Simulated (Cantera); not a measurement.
**Thermodynamics of metals in furnace atmospheres, feed Pb + H₂S + N₂**

Input: 1 mol Pb, 0.0099 mol H₂S, 30 mol N₂, held at 7.50 Torr.

Method: chemical equilibrium by Gibbs-energy minimisation in Cantera with the NASA 1993 tables (ideal gas, pure condensed phases). Candidate condensed phases: Pb, PbS, S; 18 gas species. Kinetics and transport are ignored.

| T (K) | x N₂ | x Pb | x H₂ | x PbS | x H | x S | x S₂ | x SH | n Pb(l) | n PbS(s) |
|---|---|---|---|---|---|---|---|---|---|---|
| 823 | 1.000 | 1.34e-5 | 0.000329 | 2.92e-5 | 1.33e-12 | <1e-12 | 3.38e-10 | 3.96e-11 | 0.990 | 0.00900 |
| 973 | 0.998 | 0.000875 | 0.000329 | 0.000329 | 1.96e-10 | 1.94e-12 | 3.33e-9 | 6.69e-10 | 0.964 | 0 |
| 1123 | 0.981 | 0.0183 | 0.000324 | 0.000324 | 7.66e-9 | 2.72e-11 | 5.21e-10 | 8.99e-10 | 0.431 | 0 |
| 1273 | 0.967 | 0.0319 | 0.000319 | 0.000319 | 1.27e-7 | 1.20e-9 | 4.33e-9 | 6.58e-9 | 0 | 0 |
| 1423 | 0.967 | 0.0319 | 0.000319 | 0.000319 | 1.19e-6 | 3.79e-8 | 5.71e-8 | 5.01e-8 | 0 | 0 |
| 1573 | 0.967 | 0.0319 | 0.000315 | 0.000317 | 7.22e-6 | 6.19e-7 | 4.59e-7 | 2.57e-7 | 0 | 0 |
| 1723 | 0.967 | 0.0319 | 0.000303 | 0.000307 | 3.17e-5 | 6.07e-6 | 2.45e-6 | 9.52e-7 | 0 | 0 |
| 1873 | 0.967 | 0.0320 | 0.000265 | 0.000264 | 0.000105 | 3.67e-5 | 7.84e-6 | 2.41e-6 | 0 | 0 |
| 2023 | 0.967 | 0.0321 | 0.000187 | 0.000169 | 0.000260 | 0.000124 | 1.13e-5 | 3.45e-6 | 0 | 0 |
x: gas mole fraction; n: condensed amount in mol.

At 823 K the condensed part is Pb(l) + PbS(s). From 973 K to 1123 K the condensed part is Pb(l). From 1273 K to 2023 K nothing is condensed. The main Pb-bearing gas is PbS at 823 K and Pb at 2023 K.
